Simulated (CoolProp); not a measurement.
Saturated liquid density (kg/m³) of CHF3 (R23): the reference equation beside estimates from Tc = 26.1 °C, pc = 4832 kPa, ω = 0.263. Rackett uses Z = 0.29056 − 0.08775 ω.

Computed with CoolProp (reference Helmholtz-energy equation of state, Penoncello 2003).

```tsv
T (°C)	reference	Rackett	Redlich-Kwong	Soave-Redlich-Kwong
-34.95	1245	1174	996.3	1047
-30.45	1223	1153	973.2	1024
-25.95	1199	[?]	949.0	999.0
-21.45	1175	[?]	923.8	973.1
-16.95	1149	[?]	897.2	945.7
-12.45	1122	[?]	869.3	916.5
-7.95	1092	1033	839.7	885.3
-3.45	[?]	[?]	[?]	851.7
1.05	1027	973.0	774.2	815.3
```

Complete the blanks.


- -25.95, Rackett: 1131
- -21.45, Rackett: 1108
- -16.95, Rackett: 1085
- -12.45, Rackett: 1059
- -3.45, reference: 1061
- -3.45, Rackett: 1004
- -3.45, Redlich-Kwong: 808.1

Absolute difference from the reference over all 9 rows, mean and median: Rackett 5.6 and 5.6 %, Redlich-Kwong 22.1 and 21.9 %, Soave-Redlich-Kwong 17.9 and 17.7 %.
